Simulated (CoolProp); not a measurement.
Carbon monoxide at 298.15 K and 1.68 MPa is throttled through a valve to 0.443 MPa with no heat exchange. Each further row changes one setting.

Values from CoolProp's reference Helmholtz-energy equation of state, Lemmon 2006. It is a short technical equation, of lower accuracy than the large ones.

```csv
case,temperature change (K),final density (kg/m³)
as stated,-3.1,5.07
outlet pressure 0.133 MPa,-3.9,1.52
outlet pressure 0.576 MPa,-2.7,6.58
```
